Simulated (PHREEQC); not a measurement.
A column of 0.1 m (30 cells, dispersivity 0.0035 m, 300 s a shift, diffusion coefficient 3e-10 m²/s) holds 0.087 eq of the database's cation exchanger X per kg of pore water, first in equilibrium with 0.012 mol/kgw CdCl2 and 1e-05 mol/kgw HCl. It is flushed with 0.08 mol/kgw BaCl2, 0.0081 mol/kgw KBr, 0.00067 mol/kgw KCl and 1e-05 mol/kgw HCl, at 15 °C. Values are for the last cell. No CO2 enters from the air. No solid was allowed to form.

The series has 31 steps of pore volumes, from 0 to 4.017.

Model: ion-association model, phreeqc.dat, run in PHREEQC.

Question: After how many pore volumes does Ba at the outlet first reach half of its feed value?

Answer: By 1.5 pore volumes.

Question: After how many pore volumes does K at the outlet first reach half of its feed value?

Answer: By 1.6 pore volumes.

Question: After how many pore volumes does Br at the outlet first reach half of its feed value?

Answer: By 1.1 pore volumes.
